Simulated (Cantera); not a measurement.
**Gas-phase reforming**

An isothermal, constant-pressure homogeneous reactor starts with 32.4 % CH₄, 25.6 % CO₂, 42.1 % H₂, at 1375 K and 27.0 bar.

Model: GRI-Mech 3.0 (53 species, 325 reactions), integrated in Cantera. The pressure lies above the range GRI-Mech 3.0 was tuned for (to about 10 atm).

```json
[
 {"t (s)": "2.00e-6", "x CH₄": "0.324", "x CO₂": "0.256", "x H₂": "0.421", "x C₂H": "<1e-12", "x HO₂": "<1e-12", "x CH₃": "2.30e-7", "x CH₂CO": "<1e-12"},
 {"t (s)": "8.51e-6", "x CH₄": "0.324", "x CO₂": "0.256", "x H₂": "0.421", "x C₂H": "<1e-12", "x HO₂": "<1e-12", "x CH₃": "9.64e-7", "x CH₂CO": "<1e-12"},
 {"t (s)": "3.62e-5", "x CH₄": "0.324", "x CO₂": "0.256", "x H₂": "0.421", "x C₂H": "<1e-12", "x HO₂": "<1e-12", "x CH₃": "3.23e-6", "x CH₂CO": "<1e-12"},
 {"t (s)": "0.000154", "x CH₄": "0.324", "x CO₂": "0.256", "x H₂": "0.421", "x C₂H": "<1e-12", "x HO₂": "<1e-12", "x CH₃": "4.35e-6", "x CH₂CO": "2.37e-12"},
 {"t (s)": "0.000654", "x CH₄": "0.324", "x CO₂": "0.256", "x H₂": "0.421", "x C₂H": "<1e-12", "x HO₂": "<1e-12", "x CH₃": "4.44e-6", "x CH₂CO": "5.51e-11"},
 {"t (s)": "0.00278", "x CH₄": "0.323", "x CO₂": "0.255", "x H₂": "0.420", "x C₂H": "<1e-12", "x HO₂": "<1e-12", "x CH₃": "4.70e-6", "x CH₂CO": "8.75e-10"},
 {"t (s)": "0.0118", "x CH₄": "0.323", "x CO₂": "0.253", "x H₂": "0.418", "x C₂H": "<1e-12", "x HO₂": "<1e-12", "x CH₃": "5.06e-6", "x CH₂CO": "8.32e-9"},
 {"t (s)": "0.0503", "x CH₄": "0.321", "x CO₂": "0.243", "x H₂": "0.410", "x C₂H": "<1e-12", "x HO₂": "<1e-12", "x CH₃": "5.72e-6", "x CH₂CO": "5.02e-8"},
 {"t (s)": "0.214", "x CH₄": "0.318", "x CO₂": "0.202", "x H₂": "0.372", "x C₂H": "<1e-12", "x HO₂": "<1e-12", "x CH₃": "6.67e-6", "x CH₂CO": "2.63e-7"},
 {"t (s)": "0.910", "x CH₄": "0.313", "x CO₂": "0.108", "x H₂": "0.282", "x C₂H": "<1e-12", "x HO₂": "<1e-12", "x CH₃": "7.67e-6", "x CH₂CO": "9.86e-7"},
 {"t (s)": "3.87", "x CH₄": "0.308", "x CO₂": "0.0680", "x H₂": "0.247", "x C₂H": "<1e-12", "x HO₂": "<1e-12", "x CH₃": "8.18e-6", "x CH₂CO": "1.46e-6"},
 {"t (s)": "16.5", "x CH₄": "0.302", "x CO₂": "0.0657", "x H₂": "0.255", "x C₂H": "<1e-12", "x HO₂": "<1e-12", "x CH₃": "7.91e-6", "x CH₂CO": "1.41e-6"},
 {"t (s)": "70.0", "x CH₄": "0.283", "x CO₂": "0.0587", "x H₂": "0.283", "x C₂H": "<1e-12", "x HO₂": "<1e-12", "x CH₃": "7.02e-6", "x CH₂CO": "1.24e-6"}
]
```
x: mole fraction; the columns are a selection and need not sum to one.

Equilibrium at this temperature and pressure: CH₄ 0.0670, CO₂ 0.00432, H₂ 0.585, C₂H <1e-12, HO₂ <1e-12, CH₃ 1.16e-6, CH₂CO 2.36e-7 (gas phase only).
